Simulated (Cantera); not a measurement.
Input (Python, Cantera):

```python
import numpy as np
import cantera as ct

gas = ct.Solution("gri30.yaml")
gas.TPX = 1475, 2700000, {'CH4': 1, 'CO2': 3.1}
reactor = ct.IdealGasConstPressureReactor(gas, energy="off", clone=False)
net = ct.ReactorNet([reactor])
net.rtol, net.atol = 1e-08, 1e-18
show = ['CH4', 'CO2', 'HCO', 'C2H2', 'H', 'HO2', 'H2']
times = np.geomspace(0.0004, 100, 15)

steps = ct.SolutionArray(gas, extra=["t"])
rows = []
print(f"{'t/s':>10s}{'T/K':>9s}{'P/Pa':>11s}" + "".join(f"{s:>11s}" for s in show))
for t in times:
    while net.time < t:
        t_next = net.step()
        steps.append(gas.state, t=t_next)
    rows.append([np.interp(t, steps.t, y) for y in (steps.T, steps.P, *steps(*show).X.T)])
    print(f"{t:10.3e}{rows[-1][0]:9.1f}{rows[-1][1]:11.4g}" + "".join(f"{x:11.3e}" for x in rows[-1][2:]))
rate = np.gradient(steps.T, steps.t)
print("integrator steps:", len(steps.t))
if steps.T.max() > steps.T[0] + 200:
    print(f"time of steepest temperature rise: {steps.t[rate.argmax()]:.4e} s")
gas.TPX = 1475, 2700000, {'CH4': 1, 'CO2': 3.1}
gas.equilibrate("TP")
print(f"equilibrium (TP): T = {gas.T:.1f} K  " + "  ".join(f"{s} {gas[s].X[0]:.3e}" for s in show))
```

Output:

```
       t/s      T/K       P/Pa        CH4        CO2        HCO       C2H2          H        HO2         H2
 4.000e-04   1475.0    2.7e+06  2.435e-01  7.561e-01  4.301e-12  2.275e-07  6.359e-09  2.541e-17  2.358e-04
 9.719e-04   1475.0    2.7e+06  2.428e-01  7.560e-01  1.051e-11  2.685e-06  9.674e-09  3.720e-17  6.328e-04
 2.362e-03   1475.0    2.7e+06  2.410e-01  7.555e-01  1.945e-11  3.671e-05  2.017e-08  7.486e-17  1.860e-03
 5.738e-03   1475.0    2.7e+06  2.364e-01  7.534e-01  2.584e-11  4.240e-04  4.894e-08  1.879e-16  5.641e-03
 1.394e-02   1475.0    2.7e+06  2.257e-01  7.454e-01  4.002e-11  2.832e-03  1.067e-07  4.719e-16  1.472e-02
 3.388e-02   1475.0    2.7e+06  2.037e-01  7.214e-01  1.596e-10  9.993e-03  1.903e-07  9.955e-16  2.881e-02
 8.231e-02   1475.0    2.7e+06  1.637e-01  6.611e-01  6.925e-10  2.235e-02  2.578e-07  1.533e-15  3.685e-02
 2.000e-01   1475.0    2.7e+06  1.033e-01  5.491e-01  1.984e-09  4.103e-02  3.027e-07  1.870e-15  3.390e-02
 4.860e-01   1475.0    2.7e+06  5.761e-02  4.454e-01  4.969e-09  4.672e-02  4.699e-07  1.933e-15  3.873e-02
 1.181e+00   1475.0    2.7e+06  5.933e-02  3.934e-01  7.706e-09  2.865e-02  5.668e-07  1.229e-15  5.084e-02
 2.869e+00   1475.0    2.7e+06  6.064e-02  3.402e-01  1.084e-08  1.229e-02  6.514e-07  7.311e-16  6.828e-02
 6.971e+00   1475.0    2.7e+06  5.088e-02  2.870e-01  1.459e-08  3.556e-03  7.557e-07  4.624e-16  9.199e-02
 1.694e+01   1475.0    2.7e+06  3.305e-02  2.419e-01  1.836e-08  6.862e-04  8.637e-07  3.148e-16  1.197e-01
 4.116e+01   1475.0    2.7e+06  1.507e-02  2.088e-01  2.155e-08  7.911e-05  9.553e-07  2.321e-16  1.460e-01
 1.000e+02   1475.0    2.7e+06  3.429e-03  1.903e-01  2.354e-08  2.930e-06  1.012e-06  1.926e-16  1.635e-01
integrator steps: 2429
equilibrium (TP): T = 1475.0 K  CH4 6.264e-05  CO2 1.852e-01  HCO 2.420e-08  C2H2 9.051e-10  H 1.032e-06  HO2 1.834e-16  H2 1.686e-01
```

Detailed kinetics in Cantera: GRI-Mech 3.0 (53 species, 325 reactions). The pressure lies above the range GRI-Mech 3.0 was tuned for (to about 10 atm).
